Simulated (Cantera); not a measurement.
Charge: 1 mol CH3SiH3, 0.04 mol C2H4, 32 mol H2, 0.019 mol C3H8, at 2023.15 K.

Cantera equilibrium calculation (NASA polynomials, part measured and part estimated; ideal gas, pure solids and liquids). Candidate condensed phases: C, C6H6, C7H8, C8H18, Si, SiC; 87 gas species. The feed counts by its element totals alone. The numbers say what is thermodynamically allowed, not how fast it happens.

x: gas mole fraction; n: condensed amount in mol.

| P (Pa) | x H2 | x H | x Si | x C2H2 (acetylene) | x CH4 | n C(graphite) | n SiC(s) |
|---|---|---|---|---|---|---|---|
| 100 | 0.937 | 0.0582 | … | 0.000838 | 3.51e-7 | 0.200 | 0.860 |
| 220 | 0.958 | 0.0397 | … | 0.000856 | 8.06e-7 | 0.132 | 0.937 |
| 460 | 0.971 | 0.0276 | … | 0.000868 | 1.73e-6 | 0.102 | 0.969 |
| 1000 | 0.980 | 0.0188 | … | 0.000876 | 3.84e-6 | 0.0874 | 0.986 |
| 2200 | 0.986 | 0.0127 | … | 0.000882 | 8.55e-6 | 0.0803 | 0.993 |
| 4600 | 0.990 | 0.00882 | … | 0.000885 | 1.80e-5 | 0.0768 | 0.996 |
| 10000 | 0.993 | 0.00599 | … | 0.000888 | 3.94e-5 | 0.0744 | 0.998 |
| 22000 | 0.995 | 0.00404 | … | 0.000890 | 8.70e-5 | 0.0718 | 0.999 |
| 46000 | 0.996 | 0.00280 | … | 0.000891 | 0.000182 | 0.0679 | 0.999 |
| 100000 | 0.997 | 0.00190 | … | 0.000891 | 0.000397 | 0.0598 | 1.000 |

### Question
Some entries are withheld; supply them.

### Answer

- 100, x Si: 0.00340
- 220, x Si: 0.00155
- 460, x Si: 0.000739
- 1000, x Si: 0.000340
- 2200, x Si: 0.000155
- 4600, x Si: 7.39e-5
- 10000, x Si: 3.40e-5
- 22000, x Si: 1.55e-5
- 46000, x Si: 7.39e-6
- 100000, x Si: 3.40e-6
